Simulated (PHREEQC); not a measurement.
# Ultrapure water in contact with air or piping (model solution)

Model water analysis in mmol/kgw, 25 °C, pH 6.48, pe 2.5: Na 0.00057; K 0.000304; Ca 0.000974; Mg 0.000324; Cl 0.00135; S(6) 0.000677; Alkalinity (meq/kgw) 0.000784; Fe(2) 1.65e-05; Sr 3.47e-05; Br 2.18e-06; B 1.8e-05.

Valence states are taken as typed.

Equilibrium calculation in PHREEQC: ion-association model, phreeqc.dat.

Precipitation was switched off in this run.

**Question.** Predict the charge-balance error.

**Answer.** charge-balance error 1.1 %.

**Question.** In which forms is C present?

**Answer.** HCO3- 57 %, CO2 43 % of the C.

Complexes and solids missing from the database can't appear.
